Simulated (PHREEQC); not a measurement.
A solution holds 5.6 mmol/kgw KH2PO4 and 0.31 mmol/kgw K2SO4, at 25 °C. It is in equilibrium with CO2 at log p = -3.4 (atm). Otherwise closed; pH follows from the charge balance.

Computed with PHREEQC (ion-association model, wateq4f.dat).

Precipitation was switched off in this run.

Problem. Predict the pH, ionic strength.

Solution. pH 4.80; ionic strength 0.00656 mol/kgw.

Problem. In which forms is C present?

Solution. CO2 97 %, HCO3- 3.0 % of the C.

H3PO4, which wateq4f.dat lacks, is added to it with the constant of phreeqc.dat.
